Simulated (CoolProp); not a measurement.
A simple Rankine cycle with R365MFC: condensing at 309.15 K, boiler at 1.4 MPa, turbine inlet 428.3 K, turbine efficiency 0.65, pump efficiency 0.6, no recuperator. Each further row changes one setting.

Values from CoolProp's reference Helmholtz-energy equation of state, Lemmon 2016.

| case | thermal efficiency (%) | net work (kJ/kg) | heat in (kJ/kg) | turbine exit temperature (K) | volume ratio over the turbine |
|---|---|---|---|---|---|
| as stated | 11.4 | 34.5 | 303 | 381.3 | 18.5 |
| turbine inlet 448.3 K | 11.2 | 37.2 | 331 | 403.3 | 17.7 |
| condensing temperature 301.15 K | 12.2 | 38.5 | 314 | 377.5 | 24.9 |
| boiler pressure 0.98 MPa | 10.2 | 31.9 | 311 | 390.6 | 12.0 |
| turbine efficiency 0.55 | 9.5 | 28.9 | 303 | 386.1 | 18.7 |
